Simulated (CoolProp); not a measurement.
Vapour-liquid equilibrium of ethylene (1) + isobutane (2) at 86.7 kPa; x and y are mole fractions of (1).

Values from CoolProp's multi-fluid Helmholtz-energy mixture model, Smukala 2000 and Bücker 2006; pair parameters Bell 2016.

```tsv
x	bubble temperature (K)	y at the bubble point	dew temperature at overall composition x (K)	liquid density (mol/L)
0.05	234.7	0.651	256.2	10.95
0.2	___	0.958	252.2	12.38
0.35	188.3	0.988	247.5	___
0.5	___	0.996	241.9	14.92
0.65	___	___	234.8	16.35
0.8	___	0.999	224.6	17.94
0.95	167.7	1.000	___	19.72
```

Task: Complete the blanks.

Result: 
- 0.2, bubble temperature (K): 201.9
- 0.35, liquid density (mol/L): 13.62
- 0.5, bubble temperature (K): 180.2
- 0.65, bubble temperature (K): 174.7
- 0.65, y at the bubble point: 0.998
- 0.8, bubble temperature (K): 170.7
- 0.95, dew temperature at overall composition x (K): 204.0

No azeotrope shows between x = 0.05 and 0.95.

Pair parameters are fitted to limited data, so mixtures are less certain than the pure fluids.
